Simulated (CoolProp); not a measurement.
Vapour-liquid equilibrium of R143a (1) + dimethyl ether (2) at 2.75 bar; x and y are mole fractions of (1).

The numbers come from the multi-fluid Helmholtz-energy mixture model, Lemmon and Jacobsen 2000 and Wu 2011; pair parameters Bell 2016 in CoolProp.

```tsv
x	bubble temperature (°C)	y at the bubble point	dew temperature at overall composition x (°C)	liquid density (mol/L)
0.05	-1.3	0.115	-0.1	15.07
0.2	-6.9	0.378	-3.0	14.78
0.35	-11.3	0.560	-6.3	14.46
0.5	-14.9	0.696	-9.8	14.14
0.65	-17.9	0.804	-13.6	13.81
0.8	-20.5	0.894	-17.8	13.49
0.95	-22.9	0.975	-22.2	13.18
```

No azeotrope shows between x = 0.05 and 0.95.

The pair parameters rest on a limited set of measurements; away from them the model extrapolates.
